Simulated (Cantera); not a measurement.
A perfectly stirred reactor is fed with CH₄ : O₂ : N₂ = 0.0084 : 0.0062 : 1 (molar parts), equivalence ratio 2.7, at 500000 Pa; it is held at 1573 K, and followed from long to short residence time.

Model: GRI-Mech 3.0 (53 species, 325 reactions), integrated in Cantera.

Task: What does this change do: temperature 1573 to 1300 K?

Result: 
```json
[
 {"quantity": "x(CH₄) at τ = 19.0 s", "before": "0.000663", "after": "0.00312"},
 {"quantity": "x(O₂) at τ = 19.0 s", "before": "5.00e-6", "after": "0.000184"},
 {"quantity": "x(CO) at τ = 19.0 s", "before": "0.00504", "after": "0.00276"},
 {"quantity": "x(C₂H) at τ = 19.0 s", "before": "4.44e-10", "after": "3.32e-12"},
 {"quantity": "x(NO) at τ = 19.0 s", "before": "2.84e-8", "after": "1.95e-10"},
 {"quantity": "x(CH₄) at τ = 0.210 s", "before": "0.00222", "after": "0.00479"},
 {"quantity": "x(O₂) at τ = 0.210 s", "before": "0.000318", "after": "0.00294"},
 {"quantity": "x(CO) at τ = 0.210 s", "before": "0.00332", "after": "0.00201"},
 {"quantity": "x(C₂H) at τ = 0.210 s", "before": "1.13e-9", "after": "6.62e-12"},
 {"quantity": "x(NO) at τ = 0.210 s", "before": "2.79e-8", "after": "3.77e-10"}
]
```

Task: What does this change do: CH4 0.0084 to 0.022 parts?

Result: 
| quantity | before | after |
|---|---|---|
| x(CH₄) at τ = 19.0 s | 0.000663 | 0.00185 |
| x(O₂) at τ = 19.0 s | 5.00e-6 | 2.57e-6 |
| x(CO) at τ = 19.0 s | 0.00504 | 0.00846 |
| x(C₂H) at τ = 19.0 s | 4.44e-10 | 1.55e-9 |
| x(NO) at τ = 19.0 s | 2.84e-8 | 3.86e-10 |
| x(CH₄) at τ = 0.210 s | 0.00222 | 0.00825 |
| x(O₂) at τ = 0.210 s | 0.000318 | 0.000256 |
| x(CO) at τ = 0.210 s | 0.00332 | 0.00418 |
| x(C₂H) at τ = 0.210 s | 1.13e-9 | 1.93e-9 |
| x(NO) at τ = 0.210 s | 2.79e-8 | 3.50e-9 |
GRI-Mech 3.0 stops at C3 and has no aromatics, soot or wall deposition, so with more carbon than oxygen in the feed, carbon stays in small species such as C2H2 where larger ones or solid carbon would form.
